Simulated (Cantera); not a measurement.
An adiabatic, constant-volume homogeneous reactor starts with C₂H₄ : O₂ : N₂ : H₂O = 1 : 1.67 : 6.27 : 1.6 (molar parts), equivalence ratio 1.8, at 1250 K and 6750 Torr. Integrator tolerance rtol = 1e-08.

Model: GRI-Mech 3.0 (53 species, 325 reactions), integrated in Cantera. GRI-Mech 3.0 was tuned for natural gas; its chemistry of ethylene as a main component is partial and can be far from experiment.

Question: What does this change do: constant pressure in place of constant volume?

Answer: 
```csv
quantity,before,after
time of steepest temperature rise,0.225 ms,0.226 ms
temperature at 0.300 s,2833 K,2528 K
equilibrium temperature,2833 K,2528 K
x(C₂H₄) at 0.300 s,<1e-12 (gas-phase equilibrium <1e-12),<1e-12 (gas-phase equilibrium <1e-12)
x(O₂) at 0.300 s,0.000123 (gas-phase equilibrium 0.000123),2.28e-5 (gas-phase equilibrium 2.28e-5)
x(H₂O) at 0.300 s,0.202 (gas-phase equilibrium 0.202),0.203 (gas-phase equilibrium 0.203)
x(CH₄) at 0.300 s,2.77e-10 (gas-phase equilibrium 3.12e-10),1.31e-10 (gas-phase equilibrium 1.47e-10)
x(NO) at 0.300 s,0.000764 (gas-phase equilibrium 0.000764),0.000207 (gas-phase equilibrium 0.000207)
```
